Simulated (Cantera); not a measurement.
A closed system holds: 1 mol B, 2.2 mol NH3, held at 1375 K and 13.3 mbar.

Method: chemical equilibrium by Gibbs-energy minimisation in Cantera with the NASA 1993 tables (ideal gas, pure condensed phases). Candidate condensed phases: B, BN; 15 gas species. Kinetics and transport are ignored.

Base state: H2 0.846, N2 0.154, H 2.73e-5 (mole fractions); condensed: BN(s).

Problem. What changes in the equilibrium state with this change: NH3 from 2.2 to 0.65 mol?

Solution. 
```
species      before    after
----------  -------  -------
H2            0.846    1.000
H           2.73e-5  2.97e-5
N2            0.154  1.07e-8
BN(s), mol     1.00    0.650
B(s), mol         0    0.350
```
Mutual solubility and eutectic melting of coexisting phases are not modelled.

Problem. What changes in the equilibrium state with this change: NH3 from 2.2 to 0.4 mol?

Solution. 
```
species      before    after
----------  -------  -------
H2            0.846    1.000
H           2.73e-5  2.97e-5
N2            0.154  1.07e-8
BN(s), mol     1.00    0.400
B(s), mol         0    0.600
```
Mutual solubility and eutectic melting of coexisting phases are not modelled.
